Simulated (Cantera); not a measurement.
Mixture: C3H8 : O2 : N2 = 1 : 9.43 : 35.5 (molar parts), at 750 Torr, adiabatic and at constant volume. Ignition delay is the time to a rise of 400 K.

Detailed kinetics in Cantera: GRI-Mech 3.0 (53 species, 325 reactions). GRI-Mech 3.0 was tuned for natural gas; its chemistry of propane as a main component is partial and can be far from experiment.

What does this change do: C3H8 1 to 0.55 parts?


| quantity | before | after |
|---|---|---|
| delay at 1098 K | 51.8 ms | 45.2 ms |
| delay at 1198 K | 5.70 ms | 5.06 ms |
| delay at 1298 K | 0.880 ms | 0.798 ms |
| delay at 1398 K | 0.204 ms | 0.194 ms |
| delay at 1498 K | 68.6 µs | 70.7 µs |
| apparent activation energy between 1448 and 1548 K | 170 kJ/mol | 160 kJ/mol |

What does this change do: pressure from 750 Torr to 3750 Torr?


```json
[
 {"quantity": "delay at 1098 K", "before": "51.8 ms", "after": "17.1 ms"},
 {"quantity": "delay at 1198 K", "before": "5.70 ms", "after": "2.41 ms"},
 {"quantity": "delay at 1298 K", "before": "0.880 ms", "after": "0.403 ms"},
 {"quantity": "delay at 1398 K", "before": "0.204 ms", "after": "89.3 µs"},
 {"quantity": "delay at 1498 K", "before": "68.6 µs", "after": "27.1 µs"},
 {"quantity": "apparent activation energy between 1448 and 1548 K", "before": "170 kJ/mol", "after": "200 kJ/mol"}
]
```
